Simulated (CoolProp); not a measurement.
Vapour-liquid equilibrium of R1234yf (1) + isobutane (2) at 50.15 °C; x and y are mole fractions of (1).

Computed with CoolProp (multi-fluid Helmholtz-energy mixture model, Lemmon 2022 and Bücker 2006; pair parameters Bell 2016).

**Question.** Give the bubble pressure and the first vapour's composition at x = 0.05, 0.425, 0.65. Is there an azeotrope?

**Answer.** x = 0.05: 0.7848 MPa, y = 0.144; x = 0.425: 1.170 MPa, y = 0.561; x = 0.65: 1.273 MPa, y = 0.706. y crosses x between x = 0.875 and 0.95: the model has an azeotrope there.

The pair parameters rest on a limited set of measurements; away from them the model extrapolates.
